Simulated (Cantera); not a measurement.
Feed: 1 mol (CH3)2SiCl2, 0.05 mol CH4, 61 mol H2, at 1.00 bar.

Equilibrium computed with Cantera from the NASA thermochemical tables; the gas is ideal and each condensed phase is pure. Candidate condensed phases: C, C6H6, C7H8, C8H18, Si, SiC; 109 gas species. The feed counts by its element totals alone. Gases not in the tables: Si2H6 and higher silanes. Rates play no part.

Task: Which condensed phases are stable at each of these points (T (°C)): 775, 975, 1175, 1375, 1575, 1775, 1975, 2175, 2375?

Result: 
```
T (°C)      condensed phases  Si condensed (%)
------  --------------------  ----------------
775                   SiC(s)              91.7
975     C(graphite) + SiC(s)              99.8
1175    C(graphite) + SiC(s)              99.8
1375    C(graphite) + SiC(s)              99.7
1575    C(graphite) + SiC(s)              99.4
1775    C(graphite) + SiC(s)              98.9
1975    C(graphite) + SiC(s)              97.4
2175    C(graphite) + SiC(s)              88.4
2375                  SiC(s)              19.1
```

At 775 °C the condensed part is SiC(s). From 975 °C to 2175 °C the condensed part is C(graphite) + SiC(s). At 2375 °C the condensed part is SiC(s).
